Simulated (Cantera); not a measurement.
# Premixed flame

A freely propagating, adiabatic, planar premixed flame of H₂ : O₂ : N₂ = 1 : 0.617 : 2.32 (molar parts), unburnt at 523 K and 1.50 bar; mixture-averaged transport, grid criteria slope 0.08 and curve 0.16, no radiation.

Cantera simulation using the H2/O2 subset of GRI-Mech 3.0, which has no nitrogen chemistry; the numbers are that mechanism's predictions, not measurements. Burning velocities carry a grid error of a few per cent, more on coarse grids.

```tsv
z (mm)	T (K)	u (m/s)	x H₂	x O₂	x HO₂	x H₂O₂	x H₂O	x O
-0.757	523	4.67	0.254	0.157	<1e-8	<1e-8	<1e-8	<1e-8
-0.505	523	4.67	0.254	0.157	<1e-8	<1e-8	<1e-8	<1e-8
-0.379	523	4.67	0.254	0.157	<1e-8	<1e-8	1.74e-8	<1e-8
-0.252	523	4.67	0.254	0.157	3.98e-7	<1e-8	1.20e-6	<1e-8
-0.126	545	4.81	0.244	0.158	0.000245	8.59e-6	0.000923	5.01e-6
-0.0631	785	6.72	0.204	0.154	0.000342	4.17e-5	0.0231	0.000274
0	1223	10.1	0.120	0.119	0.000150	1.20e-5	0.101	0.00417
0.0631	1539	12.6	0.0515	0.0705	7.41e-5	4.54e-6	0.186	0.0103
0.126	1706	13.9	0.0309	0.0517	4.60e-5	2.47e-6	0.217	0.0120
0.252	1873	15.1	0.0245	0.0445	3.00e-5	1.27e-6	0.232	0.0104
0.505	2029	16.2	0.0197	0.0407	1.90e-5	7.25e-7	0.246	0.00741
1.01	2158	17.1	0.0139	0.0378	1.13e-5	4.82e-7	0.259	0.00467
2.02	2252	17.7	0.00850	0.0359	6.83e-6	3.58e-7	0.269	0.00263
```
x: mole fraction of selected species; z is measured from the peak of heat release.

| Item | Value |
|---|---|
| laminar burning velocity | 467 cm/s |
| thermal thickness | 0.252 mm |
| peak x(HO₂) | 0.000470 |
| peak x(H₂O₂) | 4.20e-5 |
| peak x(O) | 0.0120 |
| grid points | 107 |
